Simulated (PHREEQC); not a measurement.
Model water analysis in mg/L, 25 °C, pH 5.66, pe 2.7:

| constituent | mg/L |
|---|---|
| Na | 2.27 |
| K | 2.21 |
| Ca | 0.681 |
| Mg | 1.43 |
| Cl | 4.12 |
| S(6) as SO4 | 4.63 |
| Alkalinity as HCO3 | 5.59 |
| Mn(2) | 0.00419 |
| N(-3) as NH4 | 0.0035 |

Cl is adjusted to close the charge balance.
Valence states are taken as typed.

The numbers come from PHREEQC with the ion-association model, phreeqc.dat.

ionic strength: 0.000431 mol/kgw

```csv
species,molality,activity,log γ
CO2,0.000450,0.000450,0.000
Cl-,0.000119,0.000116,-0.010
Na+,9.87e-5,9.64e-5,-0.010
HCO3-,9.38e-5,9.16e-5,-0.010
Mg+2,5.82e-5,5.30e-5,-0.041
K+,5.65e-5,5.52e-5,-0.010
SO4-2,4.75e-5,4.32e-5,-0.041
Ca+2,1.69e-5,1.53e-5,-0.041
H+,2.24e-6,2.19e-6,-0.010
MgSO4,5.37e-7,5.37e-7,0.000
```

No solid was allowed to form. Species that the database lacks are ignored.
